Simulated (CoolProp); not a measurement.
Fluorine along the isotherm -117.55 °C: Z from the reference equation and from simpler models built on Tc = -128.7 °C, pc = 52.40 bar, ω = 0.045; each cubic takes its own stable root.

The numbers come from the reference Helmholtz-energy equation of state, de Reuck 1990 in CoolProp.

```
p (bar)  phase  reference
-------  -----  ---------
3.27       gas     0.9837
6.55       gas     0.9668
9.82       gas     0.9494
13.1       gas     0.9314
16.4       gas     0.9128
19.6       gas     0.8942
22.9       gas     0.8744
26.2       gas     0.8541
```

Problem. How far does each simpler model (van der Waals, Soave-Redlich-Kwong, Peng-Robinson) lie from the reference over these 8 states: mean and median of the absolute difference, and the worst?

Solution. 
- van der Waals: mean 0.4 %, median 0.4 %, worst +0.8 % at -117.55 °C and 26.2 bar
- Soave-Redlich-Kwong: mean 0.2 %, median 0.3 %, worst -0.3 % at -117.55 °C and 22.9 bar
- Peng-Robinson: mean 1.3 %, median 1.3 %, worst -2.2 % at -117.55 °C and 26.2 bar
